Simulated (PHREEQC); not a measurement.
## Arsenic or selenium liquor

A solution holds 0.032 mol/kgw H2SeO4, 0.07 mol/kgw H2SO4 and 3.5e-05 mol/kgw FeCl3, at 25 °C. Closed to the air; pH follows from the charge balance.

The numbers come from PHREEQC with the ion-association model, wateq4f.dat.

```json
{
 "pH": "0.99",
 "ionic_strength": "0.150 mol/kgw",
 "total_alkalinity": "-204 meq/kg"
}
```

```json
[
 {"species": "H+", "molality": "0.126", "activity": "0.102", "log γ": "-0.092"},
 {"species": "HSO4-", "molality": "0.0567", "activity": "0.0425", "log γ": "-0.126"},
 {"species": "HSeO4-", "molality": "0.0215", "activity": "0.0163", "log γ": "-0.119"},
 {"species": "SO4-2", "molality": "0.0132", "activity": "0.00430", "log γ": "-0.489"},
 {"species": "SeO4-2", "molality": "0.0105", "activity": "0.00351", "log γ": "-0.477"},
 {"species": "Cl-", "molality": "0.000105", "activity": "7.71e-5", "log γ": "-0.134"},
 {"species": "FeSO4+", "molality": "1.92e-5", "activity": "1.45e-5", "log γ": "-0.121"},
 {"species": "FeHSO4+2", "molality": "1.19e-5", "activity": "3.96e-6", "log γ": "-0.477"},
 {"species": "Fe+3", "molality": "2.08e-6", "activity": "3.08e-7", "log γ": "-0.828"},
 {"species": "Fe(SO4)2-", "molality": "1.80e-6", "activity": "1.37e-6", "log γ": "-0.119"},
 {"species": "FeOH+2", "molality": "5.92e-8", "activity": "1.95e-8", "log γ": "-0.483"},
 {"species": "FeCl+2", "molality": "2.18e-9", "activity": "7.18e-10", "log γ": "-0.483"}
]
```

No solid was allowed to form.
